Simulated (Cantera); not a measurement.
Feed: 1 mol B₂O₃, 1.4 mol F₂, 0.14 mol O₂, at 40.0 Pa.

Equilibrium computed with Cantera from the NASA thermochemical tables; the gas is ideal and each condensed phase is pure. Candidate condensed phases: B, B₂O₃; 21 gas species. Equilibrium is a limit: real reactors are often held back by kinetics, nucleation or transport.

x: gas mole fraction; n: condensed amount in mol.

| T (°C) | x BOF | x BF₃ | x O₂ | x B₃O₃F₃ | x O | x F | n B₂O₃(l) |
|---|---|---|---|---|---|---|---|
| 552 | 5.63e-5 | 0.490 | 0.474 | 0.0364 | 8.66e-12 | <1e-12 | 0.469 |
| 627 | 0.000562 | 0.483 | 0.474 | 0.0429 | 1.85e-10 | 7.29e-12 | 0.457 |
| 702 | 0.00389 | 0.475 | 0.472 | 0.0483 | 2.48e-9 | 1.00e-10 | 0.445 |
| 777 | 0.0202 | 0.460 | 0.467 | 0.0520 | 2.29e-8 | 9.48e-10 | 0.428 |
| 852 | [?] | [?] | 0.448 | 0.0514 | [?] | [?] | [?] |
| 927 | 0.256 | 0.311 | 0.393 | 0.0405 | 7.85e-7 | 3.17e-8 | 0.264 |
| 1002 | 0.535 | 0.145 | 0.305 | 0.0147 | 3.08e-6 | 1.11e-7 | 0 |
| 1077 | 0.561 | 0.141 | 0.296 | 0.000970 | 1.15e-5 | 6.69e-7 | 0 |
| 1152 | 0.563 | 0.141 | 0.296 | [?] | [?] | [?] | 0 |
| 1227 | 0.563 | 0.141 | 0.296 | 7.71e-6 | 0.000110 | 1.52e-5 | 0 |
| 1302 | 0.563 | 0.141 | 0.296 | 9.75e-7 | 0.000291 | 5.83e-5 | 0 |
| 1377 | 0.563 | 0.141 | 0.295 | 1.50e-7 | 0.000703 | 0.000197 | 0 |

Task: Complete the blanks.

Result: 
- 852, x BOF: 0.0815
- 852, x BF₃: 0.419
- 852, x O: 1.54e-7
- 852, x F: 6.47e-9
- 852, n B₂O₃(l): 0.386
- 1152, x B₃O₃F₃: 7.62e-5
- 1152, x O: 3.77e-5
- 1152, x F: 3.46e-6
